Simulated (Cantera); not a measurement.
# Adiabatic ignition

An adiabatic, constant-pressure homogeneous reactor starts with H₂ : O₂ : N₂ = 1 : 0.217 : 1.6 (molar parts), at 1175 K and 0.860 bar.

Cantera simulation using GRI-Mech 3.0 (53 species, 325 reactions); the numbers are that mechanism's predictions, not measurements.

| t (s) | T (K) | x H₂ | x O₂ | x NO₂ | x N₂O | x HO₂ |
|---|---|---|---|---|---|---|
| 1.00e-6 | 1175 | 0.355 | 0.0770 | <1e-12 | <1e-12 | 1.01e-9 |
| 2.26e-6 | 1175 | 0.355 | 0.0770 | <1e-12 | <1e-12 | 2.33e-9 |
| 5.09e-6 | 1175 | 0.355 | 0.0770 | <1e-12 | <1e-12 | 5.52e-9 |
| 1.15e-5 | 1175 | 0.355 | 0.0770 | <1e-12 | <1e-12 | 1.48e-8 |
| 2.59e-5 | 1175 | 0.355 | 0.0770 | <1e-12 | <1e-12 | 8.28e-8 |
| 5.85e-5 | 1175 | 0.355 | 0.0770 | <1e-12 | 5.52e-12 | 9.74e-6 |
| 0.000132 | 1751 | 0.174 | 0.000563 | 2.46e-11 | 3.55e-9 | 3.09e-7 |
| 0.000298 | 2054 | 0.198 | 0.000136 | 3.60e-11 | 2.20e-9 | 8.19e-8 |
| 0.000672 | 2175 | 0.208 | 3.56e-5 | 4.38e-11 | 1.72e-9 | 2.68e-8 |
| 0.00152 | 2233 | 0.213 | 9.38e-6 | 5.09e-11 | 1.60e-9 | 7.82e-9 |
| 0.00342 | 2258 | 0.215 | 3.16e-6 | 5.51e-11 | 1.57e-9 | 2.54e-9 |
| 0.00772 | 2265 | 0.215 | 2.07e-6 | 5.90e-11 | 1.56e-9 | 1.61e-9 |
| 0.0174 | 2265 | 0.215 | 2.01e-6 | 6.72e-11 | 1.58e-9 | 1.56e-9 |
| 0.0393 | 2265 | 0.215 | 2.01e-6 | 8.36e-11 | 1.62e-9 | 1.55e-9 |
| 0.0886 | 2265 | 0.215 | 2.00e-6 | 1.09e-10 | 1.71e-9 | 1.55e-9 |
| 0.200 | 2265 | 0.215 | 2.00e-6 | 1.29e-10 | 1.79e-9 | 1.55e-9 |
x: mole fraction; the columns are a selection and need not sum to one.

The time of steepest temperature rise is 0.101 ms. The temperature at 0.200 s comes out as 2265 K and the equilibrium temperature comes out as 2265 K. The x(H₂) at 0.200 s is 0.215 (gas-phase equilibrium 0.215). The x(O₂) at 0.200 s comes out as 2.00e-6 (gas-phase equilibrium 2.00e-6) and the x(NO₂) at 0.200 s is 1.29e-10 (gas-phase equilibrium 1.33e-10).
